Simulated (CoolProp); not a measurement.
The numbers come from the reference Helmholtz-energy equation of state, Zhou 2012 in CoolProp.

For m-xylene, give the phase and the density (kg/m³), cv (kJ/(kg K)), Prandtl number at 557.6 K and 3.69 MPa.


- 557.6 K and 3.69 MPa: liquid; density 585, cv 2.11, Prandtl number 3.13

Viscosity comes from a separate model (Cao 2016). Thermal conductivity comes from a separate model (Mylona 2014).
